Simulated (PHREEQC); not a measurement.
Solution (60 °C): 0.01 mol/kgw TMAH and 3.1e-05 mol/kgw H4SiO4. Closed to the air; pH follows from the charge balance.

The numbers come from PHREEQC with the ion-association model, wateq4f.dat.

Precipitation was switched off in this run.

Question: Order these Si species by the share of Si that they hold, largest first: H2SiO4-2, H3SiO4-, H4SiO4.

Answer: H3SiO4- (93 %), H2SiO4-2 (5.3 %), H4SiO4 (2.2 %)

The pH is 10.98 and the ionic strength 0.0100 mol/kgw. (CH3)4N+ isn't in the database: it is added as a free cation with an ion size of 4 Å. Constants without temperature data keep their 25 °C values here.
